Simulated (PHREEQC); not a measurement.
PHREEQC input (Pitzer model, pitzer.dat):

```
SOLUTION 1
  temp 25
  units mol/kgw
  pH 7 charge
  Cl 0.56
  Na 0.56
END
SELECTED_OUTPUT 1
  -reset false
  -pH true
  -pe true
  -ionic_strength true
  -water true
  -totals C Cl Na
  -molalities H+ Na+ Cl- CO3-2 OH- HCO3- CO2
  -saturation_indices Halite Nahcolite Natron Trona
USER_PUNCH 1
  -headings p_CO2(g) phi_CO2(g) p_H2O(g) phi_H2O(g) density
  10 PUNCH PR_P("CO2(g)"), PR_PHI("CO2(g)"), PR_P("H2O(g)"), PR_PHI("H2O(g)"), RHO
PRINT
  -reset false
USE solution 1
REACTION_TEMPERATURE 1
  20
GAS_PHASE 1
  -fixed_pressure
  -pressure 30
  -temperature 20
  -volume 20
  CO2(g) 30
  H2O(g) 0
END
# ... the last block is repeated for the other 7 points of T (°C)
```

Selected output (columns that matter, 8 of 8 rows; T (°C) added in front):

```
T (°C)	pH	mu	C	Cl	Na	si_Halite	si_Nahcolite	si_Natron	si_Trona	p_CO2(g)	phi_CO2(g)	p_H2O(g)	phi_H2O(g)	density
20	3.1554	0.56117	0.86766	0.56033	0.56033	-2.3582	-3.2358	-10.377	-13.783	29.968	0.83151	0.031965	0.71728	1.0297
30	3.1794	0.56135	0.68474	0.56055	0.56055	-2.3909	-3.1896	-10.306	-13.676	29.944	0.84794	0.056045	0.74121	1.0248
40	3.2077	0.56163	0.55624	0.56087	0.56087	-2.4157	-3.1663	-10.257	-13.608	29.905	0.86246	0.094599	0.76226	1.0197
50	3.2392	0.56207	0.46421	0.56135	0.56135	-2.434	-3.1632	-10.226	-13.577	29.846	0.87538	0.15424	0.78085	1.0145
60	3.2733	0.56272	0.39688	0.56205	0.56205	-2.4465	-3.1784	-10.211	-13.58	29.756	0.8869	0.24365	0.79727	1.0089
70	3.3094	0.56366	0.3466	0.56303	0.56303	-2.4539	-3.2098	-10.212	-13.613	29.626	0.89723	0.37393	0.81176	1.0029
80	3.3473	0.56497	0.30826	0.56438	0.56438	-2.4566	-3.256	-10.226	-13.673	29.441	0.90651	0.55887	0.82449	0.99667
90	3.3867	0.56678	0.27843	0.56623	0.56623	-2.4548	-3.3155	-10.252	-13.758	29.185	0.9149	0.81518	0.8356	0.99003
```

Away from 25 °C the constants follow the database's enthalpies or fits; those with neither stay at their 25 °C values.
